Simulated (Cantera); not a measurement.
Cantera with NASA thermochemical tables; ideal gases at 1 bar, condensed phases pure. Values are per mole of reaction as written; species without (g) are pure solids or liquids, kept so even where they would boil at 1 bar.

2 Li + Cl2(g) ⇌ 2 LiCl(g), with ΔH° = -391.5 kJ and ΔS° = 144.4 J/K at 300 K.

Question: How far is the shortcut ΔG° ≈ ΔH°(300 K) − T·ΔS°(300 K) from the full temperature-dependent value at 425, 500, 575, 650, 725, 800, 875, 950, 1025, 1100, 1175 K?

Answer: 
```json
[
 {"T (K)": "425", "shortcut (kJ)": "-452.8", "full (kJ)": "-452.4", "difference (kJ)": "-0.4", "difference in log10 K": "0.05", "condensed phases": "Li(s)"},
 {"T (K)": "500", "shortcut (kJ)": "-463.7", "full (kJ)": "-462.0", "difference (kJ)": "-1.7", "difference in log10 K": "0.18", "condensed phases": "Li(l)"},
 {"T (K)": "575", "shortcut (kJ)": "-474.5", "full (kJ)": "-470.9", "difference (kJ)": "-3.6", "difference in log10 K": "0.33", "condensed phases": "Li(l)"},
 {"T (K)": "650", "shortcut (kJ)": "-485.3", "full (kJ)": "-479.6", "difference (kJ)": "-5.8", "difference in log10 K": "0.46", "condensed phases": "Li(l)"},
 {"T (K)": "725", "shortcut (kJ)": "-496.2", "full (kJ)": "-488.1", "difference (kJ)": "-8.1", "difference in log10 K": "0.58", "condensed phases": "Li(l)"},
 {"T (K)": "800", "shortcut (kJ)": "-507.0", "full (kJ)": "-496.4", "difference (kJ)": "-10.6", "difference in log10 K": "0.69", "condensed phases": "Li(l)"},
 {"T (K)": "875", "shortcut (kJ)": "-517.8", "full (kJ)": "-504.5", "difference (kJ)": "-13.3", "difference in log10 K": "0.79", "condensed phases": "Li(l)"},
 {"T (K)": "950", "shortcut (kJ)": "-528.7", "full (kJ)": "-512.6", "difference (kJ)": "-16.1", "difference in log10 K": "0.88", "condensed phases": "Li(l)"},
 {"T (K)": "1025", "shortcut (kJ)": "-539.5", "full (kJ)": "-520.5", "difference (kJ)": "-19.0", "difference in log10 K": "0.97", "condensed phases": "Li(l)"},
 {"T (K)": "1100", "shortcut (kJ)": "-550.3", "full (kJ)": "-528.3", "difference (kJ)": "-22.0", "difference in log10 K": "1.05", "condensed phases": "Li(l)"},
 {"T (K)": "1175", "shortcut (kJ)": "-561.2", "full (kJ)": "-536.0", "difference (kJ)": "-25.2", "difference in log10 K": "1.12", "condensed phases": "Li(l)"}
]
```
The shortcut ignores heat capacities and the phase changes listed.
